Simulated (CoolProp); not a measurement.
Vapour-liquid equilibrium of n-pentane (1) + cyclohexane (2) at 220 kPa; x and y are mole fractions of (1).

Values from CoolProp's multi-fluid Helmholtz-energy mixture model, Thol 2019 and Zhou 2014; pair parameters Bell 2016.

| x | bubble temperature (K) | y at the bubble point | dew temperature at overall composition x (K) | liquid density (mol/L) |
|---|---|---|---|---|
| 0.05 | 377.3 | 0.151 | 380.5 | 8.222 |
| 0.15 | 369.2 | 0.377 | 377.3 | 8.251 |
| 0.25 | 362.5 | 0.534 | 373.9 | 8.262 |
| 0.35 | 357.0 | 0.649 | 370.2 | 8.261 |
| 0.45 | 352.3 | 0.737 | 366.2 | 8.250 |
| 0.55 | 348.2 | 0.806 | 361.8 | 8.231 |
| 0.65 | 344.5 | 0.862 | 357.0 | 8.207 |
| 0.75 | 341.2 | 0.909 | 351.5 | 8.178 |
| 0.85 | 338.2 | 0.949 | 345.3 | 8.145 |
| 0.95 | 335.4 | 0.984 | 338.1 | 8.109 |

No azeotrope shows between x = 0.05 and 0.95.

Pair parameters are fitted to limited data, so mixtures are less certain than the pure fluids.
